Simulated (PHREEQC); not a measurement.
Solution (25 °C and 50 atm): 0.014 mol/kgw Na2SO4 and 0.106 mol/kgw NaCl. Closed to the air; pH follows from the charge balance.

Equilibrium calculation in PHREEQC: ion-association model, phreeqc.dat.

Problem. The ionic strength comes out as 0.143 mol/kgw. What activity coefficients do NaSO4-, SO4-2, Na+, Cl- get?

Solution. NaSO4- 0.77, SO4-2 0.33, Na+ 0.77, Cl- 0.74.

This is a speciation only: nothing precipitates in the calculation. Complexes and solids missing from the database can't appear. Under pressure, the constants of complexes without a molar volume in the database are unreliable.
